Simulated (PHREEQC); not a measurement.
NaHCO3 is added in steps, without added water, to 1 kg of water holding 3.5 mmol/kgw NaOH and 7.2 mmol/kgw NaAlO2, at 90 °C. O2 is buffered at 0.21 atm. No CO2 enters from the air. Only these solids could form: Al(OH)3(a).

Base run: PHREEQC, ion-association model, phreeqc.dat. Each further column changes one thing. The table gives HCO3- (mol/kgw).

| NaHCO3 added (mol) | base | all activity coefficients set to 1 | database wateq4f.dat | metal-ligand complexes left out | Davies equation for every ion |
|---|---|---|---|---|---|
| 0 | 0 | 0 | 0 | 0 | 0 |
| 0.0006875 | 0.000224 | 0.000210 | 0.000216 | 0.000392 | 0.000224 |
| 0.002063 | 0.000796 | 0.000754 | 0.000774 | 0.00125 | 0.000794 |
| 0.00275 | 0.00115 | 0.00110 | 0.00112 | 0.00172 | 0.00115 |
| 0.004125 | 0.00200 | 0.00193 | 0.00197 | 0.00273 | 0.00200 |
| 0.004812 | 0.00249 | 0.00241 | 0.00245 | 0.00326 | 0.00248 |
| 0.006188 | 0.00356 | 0.00348 | 0.00352 | 0.00437 | 0.00355 |
| 0.006875 | 0.00413 | 0.00405 | 0.00409 | 0.00494 | 0.00413 |
| 0.00825 | 0.00532 | 0.00524 | 0.00529 | 0.00612 | 0.00532 |
| 0.008937 | 0.00593 | 0.00586 | 0.00590 | 0.00673 | 0.00593 |
| 0.01031 | 0.00719 | 0.00711 | 0.00716 | 0.00796 | 0.00719 |
| 0.011 | 0.00782 | 0.00775 | 0.00779 | 0.00859 | 0.00782 |

Away from 25 °C the constants follow the database's enthalpies or fits; those with neither stay at their 25 °C values. phreeqc.dat and wateq4f.dat share most of their constants, so their agreement is no independent check. Solids allowed in the column 'database wateq4f.dat': Al(OH)3(a), Nahcolite, Natron.
